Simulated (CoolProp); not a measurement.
The fluid at 293.15 K and 0.122 MPa flows at 0.1 m/s in a round tube of 10 mm bore and 1.5 µm roughness, fully developed (64/Re and Nu = 3.66 if laminar; Colebrook and Gnielinski if turbulent). The same conditions are run with several fluids, on thermodynamics alone (safety and materials aside).

The numbers come from the reference Helmholtz-energy equation of state of each fluid (normal hydrogen: Leachman 2009; propane: Lemmon 2009; ammonia: Gao 2020; nitrogen: Span 2000; R22: Kamei 1995) in CoolProp.

### Question
Rank normal hydrogen, propane, ammonia, nitrogen, R22 by Reynolds number, highest first.

### Answer
R22 (326), propane (281), ammonia (87.3), nitrogen (79.8), normal hydrogen (11.5)

```json
[
 {"fluid": "normal hydrogen", "Darcy friction factor": "5.58", "pressure drop (Pa/m)": "0.282", "heat-transfer coefficient (W/(m² K))": "67.1", "mass flow (kg/h)": "0.00285"},
 {"fluid": "propane", "Darcy friction factor": "0.227", "pressure drop (Pa/m)": "0.256", "heat-transfer coefficient (W/(m² K))": "6.50", "mass flow (kg/h)": "0.0637"},
 {"fluid": "ammonia", "Darcy friction factor": "0.733", "pressure drop (Pa/m)": "0.317", "heat-transfer coefficient (W/(m² K))": "8.97", "mass flow (kg/h)": "0.0244"},
 {"fluid": "nitrogen", "Darcy friction factor": "0.802", "pressure drop (Pa/m)": "0.562", "heat-transfer coefficient (W/(m² K))": "9.33", "mass flow (kg/h)": "0.0397"},
 {"fluid": "R22", "Darcy friction factor": "0.197", "pressure drop (Pa/m)": "0.434", "heat-transfer coefficient (W/(m² K))": "4.09", "mass flow (kg/h)": "0.125"}
]
```

Transport values come from each fluid's own correlations; those of R22 are estimates that may be off by 10 % or more.
